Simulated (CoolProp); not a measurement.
Vapour-liquid equilibrium of ethanol (1) + toluene (2) at 186.95 °C; x and y are mole fractions of (1).

The numbers come from the multi-fluid Helmholtz-energy mixture model, Schroeder 2014 and Lemmon 2006; pair parameters Bell 2016 in CoolProp.

```csv
x,bubble pressure (bar),y at the bubble point,dew pressure at overall composition x (bar),liquid density (mol/L)
0.05,8.268,0.280,6.234,7.630
0.125,11.07,0.468,6.788,7.801
0.2,13.16,0.562,7.439,7.989
0.275,14.75,0.619,8.212,8.198
0.35,16.00,0.661,9.146,8.432
0.425,17.05,0.695,10.29,8.698
0.5,17.97,0.726,11.72,9.002
0.575,18.83,0.757,13.51,9.354
0.65,19.64,0.790,15.66,9.761
0.725,20.43,0.826,17.93,10.23
0.8,21.18,0.867,19.86,10.78
0.875,21.89,0.912,21.32,11.41
0.95,22.54,0.963,22.39,12.13
```

No azeotrope shows between x = 0.05 and 0.95.

The pair parameters rest on a limited set of measurements; away from them the model extrapolates.
